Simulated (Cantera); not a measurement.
Low-pressure radical oxidation in H2/O2

An isothermal, constant-pressure homogeneous reactor starts with H₂ : O₂ : N₂ = 0.072 : 1 : 0.59 (molar parts), at 1450 K and 13.5 Torr.

Computed with Cantera and GRI-Mech 3.0 (53 species, 325 reactions). Radical loss at walls, strong at low pressure, is not modelled. The temperature is held fixed by assumption; the heat of reaction is taken as removed at once.

```csv
t (s),x H₂,x O₂,x NO₂,x NO,x OH,x H₂O₂,x N₂O
8.00e-5,0.0433,0.602,<1e-12,<1e-12,1.13e-7,1.44e-10,<1e-12
0.000174,0.0433,0.602,<1e-12,<1e-12,6.32e-7,6.43e-10,<1e-12
0.000380,0.0433,0.602,<1e-12,<1e-12,1.35e-5,2.67e-9,<1e-12
0.000828,0.0296,0.591,<1e-12,1.83e-10,0.00482,4.08e-8,8.67e-11
0.00180,0.000965,0.566,<1e-12,3.10e-8,0.00555,4.66e-8,3.16e-9
0.00393,0.000910,0.566,3.16e-12,1.04e-7,0.00542,4.56e-8,6.46e-9
0.00857,0.000858,0.568,7.79e-12,2.47e-7,0.00527,4.51e-8,7.58e-9
0.0187,0.000757,0.571,1.68e-11,4.93e-7,0.00497,4.39e-8,8.03e-9
0.0407,0.000582,0.576,3.30e-11,8.27e-7,0.00437,4.08e-8,8.88e-9
0.0887,0.000349,0.583,6.02e-11,1.13e-6,0.00341,3.42e-8,1.06e-8
0.193,0.000148,0.589,1.09e-10,1.29e-6,0.00223,2.38e-8,1.33e-8
0.421,4.65e-5,0.591,1.93e-10,1.37e-6,0.00125,1.33e-8,1.67e-8
0.918,1.27e-5,0.592,3.10e-10,1.40e-6,0.000654,6.29e-9,1.87e-8
2.00,3.53e-6,0.593,4.90e-10,1.43e-6,0.000346,2.74e-9,1.78e-8
```
x: mole fraction; the columns are a selection and need not sum to one.

Equilibrium at this temperature and pressure: H₂ 4.08e-7, O₂ 0.592, NO₂ 1.53e-6, NO 0.00109, OH 0.000118, H₂O₂ 7.03e-10, N₂O 6.17e-9 (gas phase only).
